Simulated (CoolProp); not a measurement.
n-octane along the isobar 1.53 bar: density (kg/m³) from the reference equation and from simpler models built on Tc = 295.6 °C, pc = 24.84 bar, ω = 0.398; each cubic takes its own stable root.

Model: reference Helmholtz-energy equation of state, Beckmüller 2019, in CoolProp.

| T (°C) | phase | reference | ideal gas | Redlich-Kwong | Peng-Robinson |
|---|---|---|---|---|---|
| 170.15 | gas | 5.029 | 4.742 | 4.959 | 5.008 |
| 199.65 | gas | 4.654 | 4.446 | 4.614 | 4.647 |
| 229.05 | gas | 4.340 | 4.186 | 4.318 | 4.341 |
| 258.55 | gas | 4.071 | 3.953 | 4.059 | 4.074 |
| 287.95 | gas | 3.838 | 3.746 | 3.831 | 3.841 |
| 317.45 | gas | 3.631 | 3.559 | 3.628 | 3.635 |
| 346.85 | gas | 3.447 | 3.390 | 3.447 | 3.451 |
